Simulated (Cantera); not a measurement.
Feed: 1 mol SiO2, 180 mol H2, 0.45 mol H2O, equilibrated at 1673 K.

Cantera equilibrium calculation (NASA polynomials, part measured and part estimated; ideal gas, pure solids and liquids). Candidate condensed phases: H2O, Si, SiO2; 18 gas species. The tables hold silica as quartz up to 1696 K and as liquid above; real silica turns to tridymite and cristobalite and melts near 1996 K. Gases not in the tables: Si(OH)4. Kinetics and transport are ignored.

At 10.0 bar, list the 3 most abundant gas species with their mole fractions, and the condensed phases.

H2 0.997, H2O 0.00250, H 3.60e-5. Condensed: SiO2(β-quartz).
